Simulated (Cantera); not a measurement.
What does this Cantera script print?

```python
import numpy as np
import cantera as ct

gas_names = """
    H HNO HNO2 HNO3 HO2 H2 H2O H2O2 N NH NH2 NH3 NH2OH NO NO2 NO3 N2 N2H2 N2H4 N2O O OH O2 O3 Si SiH
    SiH2 SiH3 SiH4 SiN SiO SiO2 Si2 Si2N Si3
""".split()
cond_names = """
    H2O(s) H2O(L) Si(cr) Si(L) SiO2(Lqz) SiO2(hqz) SiO2(L) Si2N2O(s) Si3N4(a)
""".split()


def load(file, names, dense=False):
    # The tables refer to 1 bar. Condensed volumes are neglected.
    table = {s.name: s for s in ct.Species.list_from_file(file)}
    out = []
    for n in names:
        d = dict(table[n].input_data)
        d["thermo"] = dict(d["thermo"], **{"reference-pressure": 1e5})
        if dense:
            d["equation-of-state"] = {"model": "constant-volume", "density": "1e6 g/cm^3"}
        out.append(ct.Species.from_dict(d))
    return out


gas = ct.Solution(thermo="ideal-gas", species=load("nasa_gas.yaml", gas_names))
cond = {s.name: ct.Solution(thermo="fixed-stoichiometry", species=[s], name=s.name)
        for s in load("nasa_condensed.yaml", cond_names, dense=True)}
atoms = {
    'Si3N4': {'Si': 3, 'N': 4},
    'H2O': {'H': 2, 'O': 1},
    'H2': {'H': 2},
}
top_T = {'Si2N2O(s)': 2100, 'Si3N4(a)': 2400}  # K; cautious upper limits of use, not melting points


def equilibrate(T, P, feed):
    n = {}
    for name, mol in feed.items():
        for a, k in atoms[name].items():
            n[a] = n.get(a, 0.0) + k * mol
    gas.TPX = T, P, n
    mass = sum(n.values()) * gas.mean_molecular_weight
    gas.equilibrate("TP")
    valid = [c for c in cond.values() if c.min_temp <= T <= top_T.get(c.name, c.max_temp)]
    mix = ct.Mixture([(gas, mass / gas.mean_molecular_weight)] + [(c, 0.0) for c in valid])
    mix.T, mix.P = T, P
    mix.equilibrate("TP", solver="vcs", rtol=1e-11, max_steps=5000)
    return mix


results = []
feed = {'Si3N4': 1, 'H2O': 0.0022, 'H2': 6.5}  # mol
P = 133.322  # Pa
for T in [1023, 1123, 1223, 1323, 1423, 1523, 1623, 1723, 1823, 1923, 2023, 2123, 2223]:
    mix = equilibrate(T, P, feed)
    results.append((T, P, feed, dict(zip(mix.species_names, mix.species_moles))))

top = {s: max(r[3][s] / sum(r[3][g] for g in gas_names) for r in results) for s in gas_names}
cols = sorted((s for s in top if top[s] > 0.0001), key=lambda s: -top[s])[:9]
seen = [c for c in cond_names if any(r[3].get(c, 0) > 1e-12 for r in results)]
print("log10 of partial pressures in bar; condensed amounts in mol")
print(f"{'T/K':>10s}" + "".join(f"{s[:9]:>10s}" for s in cols + seen))
for T, P, feed, n in results:
    ng = sum(n[g] for g in gas_names)
    print(f"{T:10.4g}" + "".join(f"{np.log10(max(n[s] / ng * P / 1e5, 1e-99)):10.3f}" for s in cols)
          + "".join(f"{n.get(c, 0):10.4g}" for c in seen))
```

Result:

```
log10 of partial pressures in bar; condensed amounts in mol
       T/K        H2        Si        N2         H       Si2       SiH       SiN      Si2N       Si3    Si(cr)     Si(L) Si2N2O(s)  Si3N4(a)
      1023    -2.875   -17.576    -6.823    -9.821   -25.011   -17.261   -19.585   -22.142   -28.764         0         0    0.0022    0.9985
      1123    -2.875   -14.413    -6.823    -8.808   -20.101   -14.445   -16.784   -18.101   -22.533         0         0    0.0022    0.9985
      1223    -2.875   -11.771    -6.823    -7.959   -16.003   -12.095   -14.445   -14.729   -17.336         0         0  0.002199    0.9985
      1323    -2.875   -10.052    -6.044    -7.237   -13.570   -10.624   -12.594   -12.524   -14.493  0.005492         0  0.002168    0.9967
      1423    -2.878    -8.816    -5.019    -6.617   -11.961    -9.604   -11.066   -10.932   -12.776   0.06917         0   0.00161    0.9757
      1523    -2.900    -7.744    -4.131    -6.086   -10.567    -8.728    -9.743    -9.554   -11.289    0.5714         0         0    0.8088
      1623    -2.993    -6.806    -3.504    -5.657    -9.348    -7.999    -8.659    -8.425    -9.990     2.997         0         0         0
      1723    -2.994    -6.007    -3.505    -5.236    -8.332    -7.347    -8.010    -7.766    -8.936         0     2.991         0         0
      1823    -2.998    -5.355    -3.508    -4.862    -7.544    -6.825    -7.491    -7.296    -8.172         0     2.967         0         0
      1923    -3.009    -4.770    -3.514    -4.530    -6.839    -6.362    -7.029    -6.879    -7.491         0     2.879         0         0
      2023    -3.035    -4.245    -3.534    -4.239    -6.206    -5.954    -6.620    -6.511    -6.879         0     2.584         0         0
      2123    -3.100    -3.770    -3.585    -3.995    -5.633    -5.606    -6.266    -6.196    -6.327         0     1.612         0         0
      2223    -3.200    -3.502    -3.661    -3.794    -5.443    -5.476    -6.125    -6.254    -6.322         0         0         0         0
```

These are equilibrium values from Cantera (NASA tables, ideal gas, pure condensed phases), not measurements of a reactor. Mutual solubility and eutectic melting of coexisting phases are not modelled. The tables' values for SiN are old estimates; treat these amounts as uncertain. Gases not in the tables: Si2H6 and higher silanes.
